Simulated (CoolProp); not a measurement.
A Linde-Hampson liquefier for ethylene: isothermal reversible compression at 290 K from 1 atm to 40 MPa, throttling to 1 atm, return gas leaving the recuperator 5 K below the feed. Each further row changes one setting.

Model: reference Helmholtz-energy equation of state, Smukala 2000, in CoolProp.

```csv
case,liquid yield per pass,compression work (kJ/kg of gas)
as stated,0.495,395
high pressure 80 MPa,0.440,476
warm-end temperature 320 K,0.421,468
warm-end gap 10 K,0.489,395
```
